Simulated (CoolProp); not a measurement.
Vapour-liquid equilibrium of R134a (1) + isobutane (2) at 343.2 K; x and y are mole fractions of (1).

Model: multi-fluid Helmholtz-energy mixture model, Tillner-Roth 1994 and Bücker 2006; pair parameters Bell 2016, in CoolProp.

| x | bubble pressure (MPa) | y at the bubble point | dew pressure at overall composition x (MPa) | liquid density (mol/L) |
|---|---|---|---|---|
| 0.05 | 1.294 | 0.160 | 1.147 | 8.359 |
| 0.15 | 1.613 | 0.341 | 1.280 | 8.317 |
| 0.25 | 1.840 | 0.444 | 1.440 | 8.277 |
| 0.35 | 2.004 | 0.517 | 1.632 | 8.248 |
| 0.45 | 2.125 | 0.576 | 1.853 | 8.249 |
| 0.55 | 2.213 | 0.631 | 2.075 | 8.303 |
| 0.65 | 2.272 | 0.689 | 2.237 | 8.438 |
| 0.75 | 2.297 | 0.753 | 2.297 | 8.678 |
| 0.85 | 2.278 | 0.831 | 2.266 | 9.033 |
| 0.95 | 2.194 | 0.933 | 2.176 | 9.495 |

y crosses x between x = 0.75 and 0.85: the model has an azeotrope there.

The pair parameters rest on a limited set of measurements; away from them the model extrapolates.
